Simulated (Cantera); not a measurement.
An isothermal, constant-pressure homogeneous reactor starts with NH3 : H2 = 1 : 9.4 (molar parts), at 1200 K and 100.0 Torr. Integrator tolerance rtol = 1e-08.

Cantera simulation using the gas-phase N/H chemistry of the illustrative SiF4/NH3 mechanism in the Surface Chemkin manual (1991); the numbers are that mechanism's predictions, not measurements. Walls and surfaces, which speed up NH3 decomposition in real reactors, are not modelled.

Q: What does this change do: temperature 1200 to 1550 K?

A: 
| quantity | before | after |
|---|---|---|
| x(NH3) at 60.0 s | 0.0962 (gas-phase equilibrium 4.89e-6) | 0.0760 (gas-phase equilibrium 1.38e-6) |
| x(H2) at 60.0 s | 0.904 (gas-phase equilibrium 0.956) | 0.915 (gas-phase equilibrium 0.956) |
| x(NH2) at 60.0 s | 8.69e-8 (gas-phase equilibrium 4.32e-12) | 1.22e-5 (gas-phase equilibrium 2.81e-10) |
| x(N2) at 60.0 s | 2.92e-7 (gas-phase equilibrium 0.0439) | 0.00916 (gas-phase equilibrium 0.0439) |
| x(NH) at 60.0 s | 1.34e-11 (gas-phase equilibrium <1e-12) | 7.17e-8 (gas-phase equilibrium 2.11e-12) |
| x(H) at 60.0 s | 5.14e-7 (gas-phase equilibrium 5.32e-7) | 6.39e-5 (gas-phase equilibrium 8.49e-5) |
| x(N2H2) at 60.0 s | 4.34e-11 (gas-phase equilibrium <1e-12) | 1.10e-8 (gas-phase equilibrium <1e-12) |
